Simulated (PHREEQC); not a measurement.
A column of 0.5 m (30 cells, dispersivity 0.018 m, 60 s a shift, diffusion coefficient 3e-10 m²/s) holds 0.0058 eq of the database's cation exchanger X per kg of pore water, first in equilibrium with 0.029 mol KCl and 1e-05 mol HCl per kg of water. It is flushed with 0.00012 mol PbCl2, 0.0064 mol SrCl2 and 1e-05 mol HCl per kg of water, at 15 °C. Values are for the last cell. The system is closed to CO2. Precipitation was switched off in this run.

Base run: PHREEQC, ion-association model, phreeqc.dat. Each further column changes one thing. The table gives Sr in solution (mol/kgw).

```
pore volumes     base  exchange capacity from 0.0058 to 0.0029 eq/kgw  dispersivity from 0.018 to 0.036 m
------------  -------  ----------------------------------------------  ----------------------------------
0                   0                                               0                                   0
0.5167        9.03e-9                                         8.01e-7                             1.75e-6
1.017         7.49e-5                                         0.00151                            0.000686
1.517         0.00438                                         0.00551                             0.00415
2.017         0.00619                                         0.00632                             0.00582
2.517         0.00638                                         0.00640                             0.00627
3.017         0.00640                                         0.00640                             0.00637
```
